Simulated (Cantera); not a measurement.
A Cantera script and what it prints.

```python
import numpy as np
import cantera as ct

gas_names = [...]  # 151 gases of nasa_gas.yaml made of C, H, N, O, Si
cond_names = """
    C(gr) C6H6(L) C7H8(L) C8H18(L),n-octa H2O(s) H2O(L) Si(cr) Si(L) SiC(b) SiO2(Lqz) SiO2(hqz) SiO2(L)
    Si2N2O(s) Si3N4(a)
""".split()


# ... load() reads the species with a 1 bar reference pressure and builds the phases ...
atoms = {
    'Si': {'Si': 1},
    'H2O': {'H': 2, 'O': 1},
    'N2': {'N': 2},
    'CO2': {'C': 1, 'O': 2},
}
top_T = {'C(gr)': 4500, 'SiC(b)': 3050, 'Si2N2O(s)': 2100, 'Si3N4(a)': 2400}  # K; cautious upper limits of use, not melting points


# ... equilibrate(T, P, feed) seeds the gas with the atoms and calls Mixture.equilibrate('TP', solver="vcs", rtol=1e-11, max_steps=5000) ...
results = []
feed = {'Si': 1, 'H2O': 2.6, 'N2': 1.3, 'CO2': 1.2}  # mol
T = 1325  # K
P = 5100  # Pa
mix = equilibrate(T, P, feed)
results.append((T, P, feed, dict(zip(mix.species_names, mix.species_moles))))
print(gas.report(threshold=1e-06))
for i in range(1, mix.n_phases):
    print(f"{mix.phase(i).name:16s} {mix.phase_moles(i):12.5e} mol")
```

Output:

```
       temperature   1325 K
          pressure   5100 Pa
           density   0.0094466 kg/m^3
  mean mol. weight   20.406 kg/kmol
   phase of matter   gas

                          1 kg             1 kmol
                     ---------------   ---------------
          enthalpy       -3.8809e+06       -7.9194e+07  J
   internal energy       -4.4208e+06       -9.0211e+07  J
           entropy             13079        2.6689e+05  J/K
    Gibbs function       -2.1211e+07       -4.3283e+08  J
 heat capacity c_p            1891.2             38591  J/K
 heat capacity c_v            1483.7             30277  J/K

                      mass frac. Y      mole frac. X     chem. pot. / RT
                     ---------------   ---------------   ---------------
                CO           0.20368           0.14839           -41.303
               CO2           0.18743          0.086907           -70.735
                 H        1.7661e-07        3.5753e-06           -11.318
                H2          0.024083           0.24377           -22.636
               H2O           0.23486           0.26603           -52.068
                N2           0.34994            0.2549           -29.982
     [ +145 minor]        3.4902e-07        4.1269e-07

C(gr)             0.00000e+00 mol
Si(cr)            0.00000e+00 mol
SiC(b)            0.00000e+00 mol
SiO2(hqz)         1.00000e+00 mol
Si2N2O(s)         0.00000e+00 mol
Si3N4(a)          0.00000e+00 mol
```

Cantera equilibrium calculation (NASA polynomials, part measured and part estimated; ideal gas, pure solids and liquids). The tables hold silica as quartz up to 1696 K and as liquid above; real silica turns to tridymite and cristobalite and melts near 1996 K. Gases not in the tables: Si(OH)4.
